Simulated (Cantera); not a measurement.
Charge: 1 mol Si3H8, 0.2 mol Cl2, 11 mol N2, equilibrated at 727 °C and 1 atm.

Method: chemical equilibrium by Gibbs-energy minimisation in Cantera with the NASA 1993 tables (ideal gas, pure condensed phases). Candidate condensed phases: NH4Cl, Si, Si3N4; 28 gas species. The feed counts by its element totals alone. N2 is the only nitrogen source here; it is nearly inert below about 1500 K, so the nitride shown seldom forms there in practice. The numbers say what is thermodynamically allowed, not how fast it happens.

Base state: N2 0.682, H2 0.288, HCl 0.0303, NH3 7.52e-5 (mole fractions); condensed: Si3N4(s).

**Question.** What changes in the equilibrium state with this change: Si3H8 replaced by SiH2Cl2?

**Answer.** 
```csv
species,before,after
N2,0.682,0.848
HCl,0.0303,0.0946
H2,0.288,0.0331
SiCl4,3.96e-6,0.0246
SiHCl3,2.65e-7,6.07e-5
NH3,7.52e-5,3.27e-6
"Si3N4(s), mol",1.000,0.231
```

**Question.** What changes in the equilibrium state with this change: Cl2 from 0.2 to 0.1 mol?

**Answer.** 
```csv
species,before,after
N2,0.682,0.687
H2,0.288,0.298
HCl,0.0303,0.0153
NH3,7.52e-5,7.94e-5
"Si3N4(s), mol",1.000,1.000
```
